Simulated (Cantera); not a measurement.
# Thermodynamics of fluorocarbon and chlorocarbon gases, feed CH₃Cl + F₂ + H₂

Charge: 1 mol CH₃Cl, 0.026 mol F₂, 7.2 mol H₂, at 1.00 bar.

Method: chemical equilibrium by Gibbs-energy minimisation in Cantera with the NASA 1993 tables (ideal gas, pure condensed phases). Candidate condensed phases: C, C₆H₆, C₇H₈, C₈H₁₈; 118 gas species. Kinetics and transport are ignored.

From 2248 K to 2923 K the condensed part is C(graphite). The main C-bearing gas is C₂H₂ (acetylene) throughout. The share of C in condensed phases is highest at 2248 K (94.4 %) and lowest at 2923 K (21.9 %).

```json
[
 {"T (K)": "2248", "x H₂": "0.876", "x HCl": "0.107", "x H": "0.00688", "x C₂H₂ (acetylene)": "0.00290", "x Cl": "0.000610", "x HF": "0.00562", "x C₂H": "8.99e-7", "x C₄H₂": "3.93e-6", "n C(graphite)": "0.944"},
 {"T (K)": "2323", "x H₂": "0.872", "x HCl": "0.107", "x H": "0.0102", "x C₂H₂ (acetylene)": "0.00422", "x Cl": "0.000896", "x HF": "0.00561", "x C₂H": "2.36e-6", "x C₄H₂": "8.38e-6", "n C(graphite)": "0.919"},
 {"T (K)": "2398", "x H₂": "0.866", "x HCl": "0.106", "x H": "0.0147", "x C₂H₂ (acetylene)": "0.00598", "x Cl": "0.00128", "x HF": "0.00559", "x C₂H": "5.80e-6", "x C₄H₂": "1.70e-5", "n C(graphite)": "0.886"},
 {"T (K)": "2473", "x H₂": "0.858", "x HCl": "0.105", "x H": "0.0207", "x C₂H₂ (acetylene)": "0.00827", "x Cl": "0.00180", "x HF": "0.00557", "x C₂H": "1.35e-5", "x C₄H₂": "3.29e-5", "n C(graphite)": "0.842"},
 {"T (K)": "2548", "x H₂": "0.848", "x HCl": "0.104", "x H": "0.0285", "x C₂H₂ (acetylene)": "0.0112", "x Cl": "0.00246", "x HF": "0.00555", "x C₂H": "2.98e-5", "x C₄H₂": "6.10e-5", "n C(graphite)": "0.785"},
 {"T (K)": "2623", "x H₂": "0.835", "x HCl": "0.103", "x H": "0.0385", "x C₂H₂ (acetylene)": "0.0148", "x Cl": "0.00331", "x HF": "0.00552", "x C₂H": "6.27e-5", "x C₄H₂": "0.000109", "n C(graphite)": "0.713"},
 {"T (K)": "2698", "x H₂": "0.818", "x HCl": "0.101", "x H": "0.0510", "x C₂H₂ (acetylene)": "0.0192", "x Cl": "0.00438", "x HF": "0.00548", "x C₂H": "0.000126", "x C₄H₂": "0.000186", "n C(graphite)": "0.623"},
 {"T (K)": "2773", "x H₂": "0.799", "x HCl": "0.0987", "x H": "0.0664", "x C₂H₂ (acetylene)": "0.0243", "x Cl": "0.00568", "x HF": "0.00543", "x C₂H": "0.000244", "x C₄H₂": "0.000308", "n C(graphite)": "0.513"},
 {"T (K)": "2848", "x H₂": "0.775", "x HCl": "0.0960", "x H": "0.0850", "x C₂H₂ (acetylene)": "0.0303", "x Cl": "0.00725", "x HF": "0.00537", "x C₂H": "0.000453", "x C₄H₂": "0.000492", "n C(graphite)": "0.379"},
 {"T (K)": "2923", "x H₂": "0.747", "x HCl": "0.0928", "x H": "0.107", "x C₂H₂ (acetylene)": "0.0369", "x Cl": "0.00911", "x HF": "0.00530", "x C₂H": "0.000812", "x C₄H₂": "0.000761", "n C(graphite)": "0.219"}
]
```
x: gas mole fraction; n: condensed amount in mol.
